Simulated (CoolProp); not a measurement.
Vapour-liquid equilibrium of CHF3 (R23) (1) + CH2F2 (R32) (2) at 1.08 MPa; x and y are mole fractions of (1).

Computed with CoolProp (multi-fluid Helmholtz-energy mixture model, Penoncello 2003 and Tillner-Roth 1997; pair parameters Bell 2016).

```json
[
 {"x": "0.05", "bubble temperature, mixture model (K)": "279.5", "bubble temperature, Raoult's law (K)": "279.2", "y, mixture model": "0.111", "y, Raoult's law": "0.136"},
 {"x": "0.15", "bubble temperature, mixture model (K)": "274.3", "bubble temperature, Raoult's law (K)": "273.6", "y, mixture model": "0.302", "y, Raoult's law": "0.351"},
 {"x": "0.25", "bubble temperature, mixture model (K)": "269.5", "bubble temperature, Raoult's law (K)": "268.7", "y, mixture model": "0.456", "y, Raoult's law": "0.511"},
 {"x": "0.35", "bubble temperature, mixture model (K)": "265.2", "bubble temperature, Raoult's law (K)": "264.4", "y, mixture model": "0.580", "y, Raoult's law": "0.634"},
 {"x": "0.45", "bubble temperature, mixture model (K)": "261.3", "bubble temperature, Raoult's law (K)": "260.6", "y, mixture model": "0.680", "y, Raoult's law": "0.729"},
 {"x": "0.55", "bubble temperature, mixture model (K)": "257.8", "bubble temperature, Raoult's law (K)": "257.2", "y, mixture model": "0.763", "y, Raoult's law": "0.804"},
 {"x": "0.65", "bubble temperature, mixture model (K)": "254.6", "bubble temperature, Raoult's law (K)": "254.1", "y, mixture model": "0.831", "y, Raoult's law": "0.864"},
 {"x": "0.75", "bubble temperature, mixture model (K)": "251.7", "bubble temperature, Raoult's law (K)": "251.2", "y, mixture model": "0.888", "y, Raoult's law": "0.913"},
 {"x": "0.85", "bubble temperature, mixture model (K)": "249.0", "bubble temperature, Raoult's law (K)": "248.7", "y, mixture model": "0.937", "y, Raoult's law": "0.953"},
 {"x": "0.95", "bubble temperature, mixture model (K)": "246.4", "bubble temperature, Raoult's law (K)": "246.3", "y, mixture model": "0.980", "y, Raoult's law": "0.986"}
]
```

The largest gap from Raoult's law is +0.8 K in bubble temperature, at x = 0.35. No azeotrope shows between x = 0.05 and 0.95.

The pair parameters rest on a limited set of measurements; away from them the model extrapolates.
